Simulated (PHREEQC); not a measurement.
Solution (25 °C and 500 atm): 1.6 mol NaBr and 0.13 mol MgCl2 per kg of water. Closed to the air; pH follows from the charge balance.

All values are PHREEQC results (Pitzer model, pitzer.dat), not measurements.

Q: The ionic strength comes out as 1.99 mol/kgw. What activity coefficients do Na+, Mg+2, Cl-, Br- get?

A: Na+ 0.86, Mg+2 0.62, Cl- 0.58, Br- 0.64. Single-ion values are on the MacInnes scale.

This is a speciation only: nothing precipitates in the calculation. Complexes and solids missing from the database can't appear. Under pressure, the constants of complexes without a molar volume in the database are unreliable.
